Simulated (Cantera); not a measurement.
Feed: 1 mol SiH₂Cl₂, 0.058 mol Cl₂, 4 mol H₂, equilibrated at 638 Torr.

Method: chemical equilibrium by Gibbs-energy minimisation in Cantera with the NASA 1993 tables (ideal gas, pure condensed phases). Candidate condensed phases: Si; 19 gas species. Gases not in the tables: Si₂H₆ and higher silanes. Equilibrium is a limit: real reactors are often held back by kinetics, nucleation or transport.

### Question
Which condensed phases are stable at each of these points (T (K)): 948, 1023, 1098, 1173, 1248, 1323, 1398, 1473, 1548, 1623, 1698, 1773?

### Answer
```
T (K)  condensed phases  Si condensed (%)
-----  ----------------  ----------------
948               Si(s)              42.0
1023              Si(s)              42.9
1098              Si(s)              44.0
1173              Si(s)              45.3
1248              Si(s)              46.5
1323              Si(s)              47.0
1398              Si(s)              46.4
1473              Si(s)              44.8
1548              Si(s)              42.7
1623              Si(s)              40.9
1698              Si(l)              39.7
1773              Si(l)              40.9
```

From 948 K to 1623 K the condensed part is Si(s). From 1698 K to 1773 K the condensed part is Si(l).
